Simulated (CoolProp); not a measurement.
Vapour pressure (MPa) of R11: the reference equation beside estimates from Tc = 471.1 K, pc = 4.408 MPa, ω = 0.189. Clausius-Clapeyron is anchored at 242.5 K with a constant enthalpy of vaporisation of 27.50 kJ/mol.

Model: reference Helmholtz-energy equation of state, Jacobsen 1992, in CoolProp.

```csv
T (K),reference,Lee-Kesler,Clausius-Clapeyron,van der Waals,Redlich-Kwong,Soave-Redlich-Kwong,Peng-Robinson
223.6,0.002729,0.002642,0.002798,0.08534,0.004691,0.002697,0.002955
233,0.005041,0.004877,0.005082,0.1137,0.008546,0.004972,0.005362
242.5,0.008861,0.008584,0.008861,0.1487,0.01476,0.008733,0.009289
252,0.01483,0.01440,0.01482,0.1908,0.02420,0.01461,0.01536
261.5,0.02375,0.02315,0.02387,0.2406,0.03793,0.02343,0.02437
271,0.03662,0.03584,0.03718,0.2989,0.05716,0.03617,0.03729
280.5,0.05458,0.05365,0.05621,0.3662,0.08321,0.05400,0.05523
290,0.07895,0.07792,0.08270,0.4432,0.1175,0.07824,0.07950
299.4,0.1108,0.1098,0.1183,0.5295,0.1611,0.1100,0.1111
308.9,0.1523,0.1515,0.1662,0.6275,0.2163,0.1516,0.1524
318.4,0.2050,0.2045,0.2287,0.7369,0.2845,0.2045,0.2047
```

Absolute difference from the reference over all 11 rows, mean and median: Lee-Kesler 2.0 and 2.1 %, Clausius-Clapeyron 3.7 and 2.5 %, van der Waals 1050.8 and 716.2 %, Redlich-Kwong 55.9 and 56.1 %, Soave-Redlich-Kwong 1.0 and 1.2 %, Peng-Robinson 2.7 and 1.8 %.
